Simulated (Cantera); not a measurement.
Charge: 1 mol Si, 3.4 mol H2O, 2.8 mol CO, held at 1 atm.

Method: chemical equilibrium by Gibbs-energy minimisation in Cantera with the NASA 1993 tables (ideal gas, pure condensed phases). Candidate condensed phases: C, C6H6, C7H8, C8H18, H2O, Si, SiC, SiO2; 123 gas species. The tables hold silica as quartz up to 1696 K and as liquid above; real silica turns to tridymite and cristobalite and melts near 1996 K. Gases not in the tables: Si(OH)4. Rates play no part. All values below are at 1250 °C.

Base state: CO 0.390, H2 0.384, H2O 0.164, CO2 0.0619, H 1.42e-5 (mole fractions); condensed: SiO2(β-quartz).

Problem. What changes in the equilibrium state with this change: H2O from 3.4 to 0.027 mol?

Solution. 
```
species               before     after
-------------------  -------  --------
CO                     0.390     0.968
H2                     0.384    0.0316
CO2                   0.0619  0.000516
H2O                    0.164   4.52e-5
H                    1.42e-5   4.08e-6
SiO2(β-quartz), mol     1.00     1.000
C(graphite), mol           0      1.97
```
